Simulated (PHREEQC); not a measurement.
0.21 g of hydrous ferric oxide (600 m²/g; 0.2 weak and 0.005 strong sites per Fe, Dzombak-Morel constants, diffuse double layer) in 1 kg of water with 0.005 mol/kgw of an inert sodium salt and 1.2e-05 mol/kgw Ag2SO4, at 25 °C; the pH is set by adding NaOH or the inert anion's acid. O2 is buffered at 0.21 atm. The system is closed to CO2. Precipitation was switched off in this run.

The series has 17 steps of pH, from 4 to 12.

All values are PHREEQC results (ion-association model, wateq4f.dat), not measurements.

### Question
Near which pH is half of the S sorbed, and on which side is more sorbed?

### Answer
Near pH 6.6, with more sorbed at lower pH.

### Question
Near which pH is half of the Ag sorbed, and on which side is more sorbed?

### Answer
Near pH 7.8, with more sorbed at higher pH.
